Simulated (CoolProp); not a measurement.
R123 at 298.15 K and 0.0723 MPa flows at 0.45 m/s in a round tube of 2 mm bore and 0.25 µm roughness, fully developed (64/Re and Nu = 3.66 if laminar; Colebrook and Gnielinski if turbulent). Each further row changes one setting.

Values from CoolProp's reference Helmholtz-energy equation of state, Younglove 1994. It is a modified Benedict-Webb-Rubin equation, recast in Helmholtz form.

| case | Reynolds number | Darcy friction factor | pressure drop (Pa/m) | heat-transfer coefficient (W/(m² K)) | mass flow (kg/h) |
|---|---|---|---|---|---|
| as stated | [?] | [?] | [?] | 16.8 | 0.0234 |
| velocity 0.9 m/s | 771 | 0.0830 | 77.4 | 16.8 | 0.0469 |
| diameter 4 mm | 771 | 0.0830 | [?] | 8.40 | [?] |

Q: Some entries are withheld; supply them.

A: 
- as stated, Reynolds number: 386
- as stated, Darcy friction factor: 0.166
- as stated, pressure drop (Pa/m): 38.7
- diameter 4 mm, pressure drop (Pa/m): 9.68
- diameter 4 mm, mass flow (kg/h): 0.0938

Viscosity comes from a separate model (Tanaka 1996). Thermal conductivity comes from a separate model (Laesecke 1996).
